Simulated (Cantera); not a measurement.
Input: 1 mol AlN, 0.061 mol HI, a varied amount of O2, at 1173.15 K and 16.0 mbar.

These are equilibrium values from Cantera (NASA tables, ideal gas, pure condensed phases), not measurements of a reactor. Candidate condensed phases: Al, AlI3, AlN, Al2O3, H2O, I2; 41 gas species. Mutual solubility and eutectic melting of coexisting phases are not modelled. The numbers say what is thermodynamically allowed, not how fast it happens.

x: gas mole fraction; n: condensed amount in mol.

```json
[
 {"n(O2) (mol)": "0.01", "x N2": "0.151", "x O2": "<1e-12", "x H2": "0.281", "x HI": "0.259", "x I": "0.177", "x AlI3": "0.121", "x H2O": "1.13e-7", "x I2": "0.0105", "n AlN(s)": "0.978", "n Al2O3(s)": "0.00667"},
 {"n(O2) (mol)": "0.016", "x N2": "0.190", "x O2": "<1e-12", "x H2": "0.262", "x HI": "0.251", "x I": "0.177", "x AlI3": "0.109", "x H2O": "1.13e-7", "x I2": "0.0106", "n AlN(s)": "0.970", "n Al2O3(s)": "0.0107"},
 {"n(O2) (mol)": "0.024", "x N2": "0.237", "x O2": "<1e-12", "x H2": "0.242", "x HI": "0.239", "x I": "0.176", "x AlI3": "0.0954", "x H2O": "1.13e-7", "x I2": "0.0104", "n AlN(s)": "0.960", "n Al2O3(s)": "0.0160"},
 {"n(O2) (mol)": "0.036", "x N2": "0.298", "x O2": "<1e-12", "x H2": "0.217", "x HI": "0.222", "x I": "0.173", "x AlI3": "0.0802", "x H2O": "1.09e-7", "x I2": "0.0100", "n AlN(s)": "0.945", "n Al2O3(s)": "0.0240"},
 {"n(O2) (mol)": "0.054", "x N2": "0.372", "x O2": "<1e-12", "x H2": "0.188", "x HI": "0.200", "x I": "0.166", "x AlI3": "0.0641", "x H2O": "1.02e-7", "x I2": "0.00929", "n AlN(s)": "0.921", "n Al2O3(s)": "0.0360"},
 {"n(O2) (mol)": "0.082", "x N2": "0.460", "x O2": "<1e-12", "x H2": "0.158", "x HI": "0.171", "x I": "0.156", "x AlI3": "0.0476", "x H2O": "9.15e-8", "x I2": "0.00818", "n AlN(s)": "0.885", "n Al2O3(s)": "0.0547"},
 {"n(O2) (mol)": "0.12", "x N2": "0.544", "x O2": "<1e-12", "x H2": "0.129", "x HI": "0.143", "x I": "0.143", "x AlI3": "0.0340", "x H2O": "7.95e-8", "x I2": "0.00691", "n AlN(s)": "0.835", "n Al2O3(s)": "0.0800"},
 {"n(O2) (mol)": "0.19", "x N2": "0.643", "x O2": "<1e-12", "x H2": "0.0983", "x HI": "0.108", "x I": "0.125", "x AlI3": "0.0205", "x H2O": "6.39e-8", "x I2": "0.00522", "n AlN(s)": "?", "n Al2O3(s)": "0.127"},
 {"n(O2) (mol)": "0.28", "x N2": "0.720", "x O2": "<1e-12", "x H2": "0.0758", "x HI": "0.0815", "x I": "0.107", "x AlI3": "0.0123", "x H2O": "5.11e-8", "x I2": "0.00385", "n AlN(s)": "?", "n Al2O3(s)": "0.187"},
 {"n(O2) (mol)": "0.43", "x N2": "0.792", "x O2": "<1e-12", "x H2": "0.0555", "x HI": "0.0567", "x I": "0.0870", "x AlI3": "0.00631", "x H2O": "3.87e-8", "x I2": "0.00255", "n AlN(s)": "?", "n Al2O3(s)": "0.287"},
 {"n(O2) (mol)": "0.65", "x N2": "0.848", "x O2": "<1e-12", "x H2": "0.0405", "x HI": "0.0382", "x I": "0.0687", "x AlI3": "0.00300", "x H2O": "2.88e-8", "x I2": "0.00159", "n AlN(s)": "?", "n Al2O3(s)": "0.433"},
 {"n(O2) (mol)": "0.98", "x N2": "0.621", "x O2": "0.267", "x H2": "4.16e-9", "x HI": "1.29e-5", "x I": "0.0723", "x AlI3": "<1e-12", "x H2O": "0.0379", "x I2": "0.00176", "n AlN(s)": "0", "n Al2O3(s)": "0.500"},
 {"n(O2) (mol)": "1.5", "x N2": "0.377", "x O2": "0.554", "x H2": "1.75e-9", "x HI": "5.18e-6", "x I": "0.0447", "x AlI3": "<1e-12", "x H2O": "0.0230", "x I2": "0.000672", "n AlN(s)": "0", "n Al2O3(s)": "0.500"}
]
```

Task: What belongs in the gaps?

Result: 
- 0.19, n AlN(s): 0.743
- 0.28, n AlN(s): 0.623
- 0.43, n AlN(s): 0.424
- 0.65, n AlN(s): 0.132
